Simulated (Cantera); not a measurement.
An isothermal, constant-pressure homogeneous reactor starts with 3.12 % C3H8, 96.9 % H2, at 1525 K and 0.00390 bar.

Computed with Cantera and GRI-Mech 3.0 (53 species, 325 reactions). GRI-Mech 3.0 was tuned for natural gas; its chemistry of propane as a main component is partial and can be far from experiment. GRI-Mech 3.0 stops at C3 and has no aromatics, soot or wall deposition, so with more carbon than oxygen in the feed, carbon stays in small species such as C2H2 where larger ones or solid carbon would form. Radical loss at walls, strong at low pressure, is not modelled.

Predict: x(H2) at 20.0 s; x(H) at 20.0 s; x(C2H2) at 20.0 s; x(C2H4) at 20.0 s; x(CH3) at 20.0 s; x(CH4) at 20.0 s.


| Quantity | Result |
|---|---|
| x(H2) at 20.0 s | 0.945 (gas-phase equilibrium 0.957) |
| x(H) at 20.0 s | 0.000296 (gas-phase equilibrium 0.000373) |
| x(C2H2) at 20.0 s | 0.0331 (gas-phase equilibrium 0.0426) |
| x(C2H4) at 20.0 s | 5.04e-5 (gas-phase equilibrium 3.50e-5) |
| x(CH3) at 20.0 s | 0.000134 (gas-phase equilibrium 3.86e-6) |
| x(CH4) at 20.0 s | 0.0211 (gas-phase equilibrium 0.000489) |
